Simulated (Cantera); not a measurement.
What does this Cantera script print?

```python
import numpy as np
import cantera as ct

gas = ct.Solution("gri30.yaml")


def delay(T, t_max=10):
    gas.TPX = T, 100000, {'CH4': 1, 'CO': 0.6, 'O2': 1.64, 'N2': 6.18, 'CO2': 1.4, 'C2H6': 0.024}
    reactor = ct.IdealGasConstPressureReactor(gas, clone=False)
    net = ct.ReactorNet([reactor])
    net.rtol, net.atol = 1e-8, 1e-16
    while net.time < t_max:
        t_old, T_old = net.time, reactor.T
        net.step()
        if reactor.T > T + 400:  # ignition: a rise of 400 K
            return t_old + (T + 400 - T_old) / (reactor.T - T_old) * (net.time - t_old)
    return np.nan


taus = []
for T in [1198, 1248, 1298, 1348, 1398, 1448]:
    taus.append(delay(T))
    print(f"T0 = {T:6g} K   tau = {taus[-1]:.4e} s")
```

It prints:

```
T0 =   1198 K   tau = 5.6832e-02 s
T0 =   1248 K   tau = 2.6713e-02 s
T0 =   1298 K   tau = 1.2920e-02 s
T0 =   1348 K   tau = 6.4385e-03 s
T0 =   1398 K   tau = 3.3147e-03 s
T0 =   1448 K   tau = 1.7698e-03 s
```

Detailed kinetics in Cantera: GRI-Mech 3.0 (53 species, 325 reactions).
